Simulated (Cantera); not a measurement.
Input: 1 mol Al₂O₃, 0.021 mol Cl₂, equilibrated at 1 atm.

Cantera equilibrium calculation (NASA polynomials, part measured and part estimated; ideal gas, pure solids and liquids). Candidate condensed phases: Al, AlCl₃, Al₂O₃; 17 gas species. Rates play no part.

x: gas mole fraction; n: condensed amount in mol.

```csv
T (K),x Cl₂,x Cl,x AlCl₃,x O₂,x ClO,x O,n Al₂O₃(s)
1173,0.995,0.00351,0.000572,0.000428,3.03e-6,2.87e-10,1.000
1223,0.992,0.00592,0.00103,0.000769,6.23e-6,1.11e-9,1.000
1273,0.987,[?],[?],[?],[?],[?],1.000
1323,0.980,0.0149,0.00289,0.00216,2.21e-5,1.23e-8,1.000
1373,0.970,[?],[?],[?],[?],[?],1.000
1423,0.955,0.0329,0.00690,0.00514,6.47e-5,9.59e-8,1.000
1473,0.936,0.0467,0.0101,0.00753,0.000104,2.41e-7,1.000
1523,0.910,0.0645,0.0143,0.0107,0.000160,5.66e-7,1.000
1573,0.879,0.0869,0.0197,0.0146,0.000238,1.26e-6,1.000
1623,0.840,0.114,0.0262,0.0195,0.000342,2.64e-6,1.000
1673,0.793,0.147,0.0338,0.0251,0.000473,5.27e-6,1.000
1723,0.740,0.185,0.0425,0.0315,0.000633,1.00e-5,1.000
```

Fill in the missing entries.


- 1273, x Cl: 0.00958
- 1273, x AlCl₃: 0.00176
- 1273, x O₂: 0.00132
- 1273, x ClO: 1.20e-5
- 1273, x O: 3.88e-9
- 1373, x Cl: 0.0225
- 1373, x AlCl₃: 0.00455
- 1373, x O₂: 0.00339
- 1373, x ClO: 3.87e-5
- 1373, x O: 3.57e-8
